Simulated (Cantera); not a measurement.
A Cantera script and its output.

```python
import numpy as np
import cantera as ct

gas = ct.Solution("gri30.yaml")
gas.TPX = 2073, 28000, {'CH4': 1, 'CO2': 1.2, 'H2': 0.34}
reactor = ct.IdealGasConstPressureReactor(gas, energy="off", clone=False)
net = ct.ReactorNet([reactor])
net.rtol, net.atol = 1e-08, 1e-18
show = ['CH4', 'CO2', 'H2', 'C2H4', 'O']
times = np.geomspace(0.0002, 10, 12)

steps = ct.SolutionArray(gas, extra=["t"])
rows = []
print(f"{'t/s':>10s}{'T/K':>9s}{'P/Pa':>11s}" + "".join(f"{s:>11s}" for s in show))
for t in times:
    while net.time < t:
        t_next = net.step()
        steps.append(gas.state, t=t_next)
    rows.append([np.interp(t, steps.t, y) for y in (steps.T, steps.P, *steps(*show).X.T)])
    print(f"{t:10.3e}{rows[-1][0]:9.1f}{rows[-1][1]:11.4g}" + "".join(f"{x:11.3e}" for x in rows[-1][2:]))
rate = np.gradient(steps.T, steps.t)
print("integrator steps:", len(steps.t))
if steps.T.max() > steps.T[0] + 200:
    print(f"time of steepest temperature rise: {steps.t[rate.argmax()]:.4e} s")
gas.TPX = 2073, 28000, {'CH4': 1, 'CO2': 1.2, 'H2': 0.34}
gas.equilibrate("TP")
print(f"equilibrium (TP): T = {gas.T:.1f} K  " + "  ".join(f"{s} {gas[s].X[0]:.3e}" for s in show))
```

Result:

```
       t/s      T/K       P/Pa        CH4        CO2         H2       C2H4          O
 2.000e-04   2073.0    2.8e+04  1.620e-01  3.582e-01  3.106e-01  1.145e-02  7.061e-08
 5.348e-04   2073.0    2.8e+04  6.384e-02  2.425e-01  3.488e-01  1.931e-03  1.091e-07
 1.430e-03   2073.0    2.8e+04  1.738e-02  1.091e-01  3.020e-01  2.991e-04  2.430e-07
 3.824e-03   2073.0    2.8e+04  8.346e-03  4.793e-02  3.089e-01  1.138e-04  3.621e-07
 1.023e-02   2073.0    2.8e+04  6.206e-03  3.070e-02  3.710e-01  5.990e-05  3.077e-07
 2.735e-02   2073.0    2.8e+04  3.599e-03  1.759e-02  4.278e-01  2.292e-05  2.400e-07
 7.313e-02   2073.0    2.8e+04  1.439e-03  1.018e-02  4.628e-01  5.137e-06  1.782e-07
 1.956e-01   2073.0    2.8e+04  1.910e-04  7.686e-03  4.755e-01  2.226e-07  1.522e-07
 5.230e-01   2073.0    2.8e+04  3.084e-08  7.522e-03  4.764e-01  1.443e-11  1.561e-07
 1.398e+00   2073.0    2.8e+04  2.973e-09  7.522e-03  4.764e-01  7.176e-15  1.561e-07
 3.740e+00   2073.0    2.8e+04  2.973e-09  7.522e-03  4.764e-01  7.176e-15  1.561e-07
 1.000e+01   2073.0    2.8e+04  2.973e-09  7.522e-03  4.764e-01  7.176e-15  1.561e-07
integrator steps: 1822
equilibrium (TP): T = 2073.0 K  CH4 3.400e-09  CO2 7.522e-03  H2 4.764e-01  C2H4 8.202e-15  O 1.561e-07
```

Detailed kinetics in Cantera: GRI-Mech 3.0 (53 species, 325 reactions).
